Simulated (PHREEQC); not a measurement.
**Sulfide liquor**

Dissolve 0.16 mol/kgw NH4HS and 0.0011 mol/kgw FeCl2 at 25 °C. Closed to the air; pH follows from the charge balance.

All values are PHREEQC results (ion-association model, phreeqc.dat), not measurements.

Each row changes one thing in this solution. Precipitation was switched off in this run.

```csv
case,pH,ionic strength (mol/kgw),NH4+ (mol/kgw),NH3 (mol/kgw)
as made,8.10,0.153,0.153,0.00738
0.054 mol/kgw HBr added,7.06,0.159,0.159,0.000701
FeCl2 left out,8.10,0.152,0.152,0.00746
diluted 10-fold with water,8.09,0.0151,0.0151,0.000923
NH4HS replaced by (NH4)2HPO4 at the same molality,7.95,0.462,0.311,0.00856
NH4HS from 0.16 to 0.24 mol/kgw,8.10,0.230,0.230,0.0104
```

Some of these states are supersaturated (in Mackinawite, FeS(ppt), Vivianite, for instance).
